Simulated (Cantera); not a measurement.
Input: 1 mol SF6, 1.1 mol O2, a varied amount of H2, held at 648.15 K and 0.000150 bar.

Cantera equilibrium calculation (NASA polynomials, part measured and part estimated; ideal gas, pure solids and liquids). Candidate condensed phases: H2O, H2SO4, S; 43 gas species. Gases not in the tables: S3 to S7. Rates play no part.

### Question
At 3.5 mol H2, list the 7 most abundant gas species with their mole fractions, and the condensed phases.

### Answer
HF 0.808, SO2 0.115, H2O 0.0661, S2 0.00913, H2S 0.00121, S2O 8.39e-5, H2 2.28e-5. Condensed: gas only.
